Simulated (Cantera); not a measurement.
# Transport properties of process gases

Gas mixture: H2O : N2 = 0.68 : 0.76 (molar parts), at 2.93 Torr, frozen composition.

Cantera's kinetic-theory transport with the Lennard-Jones parameters of GRI-Mech 3.0, ideal gas; thermal conductivity in the multicomponent form. Polar gases are described roughly by these parameters.

```json
[
 {"T (K)": "400", "ρ (kg/m³)": "0.00273", "cp (J/kg/K)": "1359", "μ (µPa s)": "18.4", "λ (mW/m/K)": "36.9", "Pr": "0.679", "D (cm²/s) CH3": "101", "D (cm²/s) CO2": "71.5", "D (cm²/s) C2H2": "75.4"},
 {"T (K)": "550", "ρ (kg/m³)": "0.00199", "cp (J/kg/K)": "1401", "μ (µPa s)": "24.2", "λ (mW/m/K)": "50.7", "Pr": "0.669", "D (cm²/s) CH3": "180", "D (cm²/s) CO2": "129", "D (cm²/s) C2H2": "135"},
 {"T (K)": "700", "ρ (kg/m³)": "0.00156", "cp (J/kg/K)": "1456", "μ (µPa s)": "29.6", "λ (mW/m/K)": "64.7", "Pr": "0.665", "D (cm²/s) CH3": "275", "D (cm²/s) CO2": "200", "D (cm²/s) C2H2": "208"},
 {"T (K)": "850", "ρ (kg/m³)": "0.00129", "cp (J/kg/K)": "1518", "μ (µPa s)": "34.6", "λ (mW/m/K)": "79.0", "Pr": "0.665", "D (cm²/s) CH3": "385", "D (cm²/s) CO2": "282", "D (cm²/s) C2H2": "292"},
 {"T (K)": "1000", "ρ (kg/m³)": "0.00109", "cp (J/kg/K)": "1580", "μ (µPa s)": "39.4", "λ (mW/m/K)": "93.6", "Pr": "0.666", "D (cm²/s) CH3": "508", "D (cm²/s) CO2": "374", "D (cm²/s) C2H2": "387"},
 {"T (K)": "1150", "ρ (kg/m³)": "0.000950", "cp (J/kg/K)": "1636", "μ (µPa s)": "44.0", "λ (mW/m/K)": "108", "Pr": "0.667", "D (cm²/s) CH3": "645", "D (cm²/s) CO2": "476", "D (cm²/s) C2H2": "492"},
 {"T (K)": "1300", "ρ (kg/m³)": "0.000840", "cp (J/kg/K)": "1687", "μ (µPa s)": "48.4", "λ (mW/m/K)": "122", "Pr": "0.668", "D (cm²/s) CH3": "793", "D (cm²/s) CO2": "588", "D (cm²/s) C2H2": "606"},
 {"T (K)": "1450", "ρ (kg/m³)": "0.000753", "cp (J/kg/K)": "1733", "μ (µPa s)": "52.6", "λ (mW/m/K)": "136", "Pr": "0.669", "D (cm²/s) CH3": "953", "D (cm²/s) CO2": "708", "D (cm²/s) C2H2": "730"}
]
```
D: mixture-averaged diffusion coefficient of that species in the mixture.
